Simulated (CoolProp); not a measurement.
Computed with CoolProp (reference Helmholtz-energy equation of state, Gao 2020).

Q: Give the vapour pressure (MPa), liquid density (kg/m³), enthalpy of vaporisation (kJ/kg), surface tension (mN/m) of saturated ammonia at 280.4, 288.4 K.

A: 
```
T (K)  p (MPa)  liquid density (kg/m³)  enthalpy of vaporisation (kJ/kg)  surface tension (mN/m)
-----  -------  ----------------------  --------------------------------  ----------------------
280.4    0.559                     629                              1240                    24.6
288.4    0.734                     617                              1210                    22.7
```

Surface tension comes from a separate correlation (Mulero 2012).
